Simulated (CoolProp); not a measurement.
Vapour-liquid equilibrium of R134a (1) + methanol (2) at 0.65 °C; x and y are mole fractions of (1).

Model: multi-fluid Helmholtz-energy mixture model, Tillner-Roth 1994 and de Reuck 1993; pair parameters Bell 2016, in CoolProp.

| x | bubble pressure (kPa) | y at the bubble point | dew pressure at overall composition x (kPa) | liquid density (mol/L) |
|---|---|---|---|---|
| 0.05 | 62.72 | 0.934 | 4.448 | 24.35 |
| 0.125 | 118.0 | 0.965 | 4.827 | … |
| 0.2 | 150.0 | 0.973 | 5.275 | 21.89 |
| 0.275 | 169.4 | 0.977 | 5.818 | 20.77 |
| 0.35 | … | 0.979 | 6.485 | 19.72 |
| 0.425 | 192.5 | 0.981 | 7.328 | 18.73 |
| 0.5 | 201.7 | 0.982 | 8.424 | 17.80 |
| 0.575 | 211.2 | 0.984 | 9.905 | 16.92 |
| 0.65 | 221.9 | 0.985 | 12.02 | 16.09 |
| 0.725 | 234.2 | 0.988 | 15.29 | 15.29 |
| 0.8 | 248.6 | 0.990 | 21.00 | 14.54 |
| 0.875 | 265.3 | … | 33.51 | 13.82 |
| 0.95 | 284.9 | 0.997 | 82.69 | 13.12 |

Question: Some entries are withheld; supply them.

Answer: 
- 0.125, liquid density (mol/L): 23.08
- 0.35, bubble pressure (kPa): 182.4
- 0.875, y at the bubble point: 0.993

No azeotrope shows between x = 0.05 and 0.95.

Pair parameters are fitted to limited data, so mixtures are less certain than the pure fluids. With so large a gap from Raoult's law the liquid may split in two, which this calculation doesn't test in full.
